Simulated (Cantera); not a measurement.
Gas-phase reforming

An isothermal, constant-pressure homogeneous reactor starts with CH4 : CO2 : H2 = 1 : 0.96 : 1.2 (molar parts), at 1800 K and 16.0 bar.

Computed with Cantera and GRI-Mech 3.0 (53 species, 325 reactions). The pressure lies above the range GRI-Mech 3.0 was tuned for (to about 10 atm).

```csv
t (s),x CH4,x CO2,x H2,x CO,x C2H4
0.000200,0.268,0.264,0.386,0.0314,0.00728
0.000570,0.208,0.202,0.391,0.0794,0.00843
0.00162,0.127,0.104,0.382,0.161,0.00992
0.00462,0.0738,0.0373,0.383,0.223,0.0108
0.0132,0.0646,0.0278,0.411,0.249,0.00975
0.0375,0.0603,0.0213,0.454,0.285,0.00718
0.107,0.0502,0.0134,0.506,0.324,0.00413
0.304,0.0362,0.00707,0.552,0.351,0.00184
0.866,0.0231,0.00319,0.584,0.367,0.000677
2.47,0.0140,0.00121,0.602,0.374,0.000235
7.02,0.00926,0.000343,0.611,0.377,0.000100
20.0,0.00785,0.000106,0.614,0.377,7.15e-5
```
x: mole fraction; the columns are a selection and need not sum to one.

Equilibrium at this temperature and pressure: CH4 0.00781, CO2 9.91e-5, H2 0.614, CO 0.377, C2H4 7.07e-5 (gas phase only).
